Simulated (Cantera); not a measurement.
## Gas-phase reforming

An isothermal, constant-pressure homogeneous reactor starts with 53.8 % CH₄, 46.2 % H₂O, at 1900 K and 1.00 atm.

Cantera simulation using GRI-Mech 3.0 (53 species, 325 reactions); the numbers are that mechanism's predictions, not measurements.

```
t (s)       x CH₄    x H₂O     x HO₂     x C₂H      x O₂    x C₂H₆
--------  -------  -------  --------  --------  --------  --------
2.00e-6     0.536    0.462    <1e-12    <1e-12    <1e-12   5.31e-6
1.00e-5     0.530    0.461    <1e-12  4.53e-11  1.74e-11  0.000388
5.03e-5     0.469    0.450  5.59e-12   5.42e-8   1.53e-9   0.00358
0.000252    0.254    0.380  5.40e-12   1.10e-6   5.03e-9   0.00100
0.00126    0.0910    0.315  4.37e-12   1.91e-6   2.27e-9  0.000120
0.00633    0.0295    0.253  3.54e-12   1.99e-6   1.39e-9   1.32e-5
0.0317     0.0177    0.149  1.07e-12   1.21e-6  4.72e-10   4.08e-6
0.159     0.00827   0.0493    <1e-12   5.17e-7  5.62e-11   8.04e-7
0.798     0.00325  0.00576    <1e-12   2.44e-7    <1e-12   1.45e-7
4.00      0.00247  9.17e-6    <1e-12   2.09e-7    <1e-12   9.52e-8
```
x: mole fraction; the columns are a selection and need not sum to one.

Equilibrium at this temperature and pressure: CH₄ 0.00247, H₂O 3.96e-6, HO₂ <1e-12, C₂H 2.09e-7, O₂ <1e-12, C₂H₆ 9.51e-8 (gas phase only).
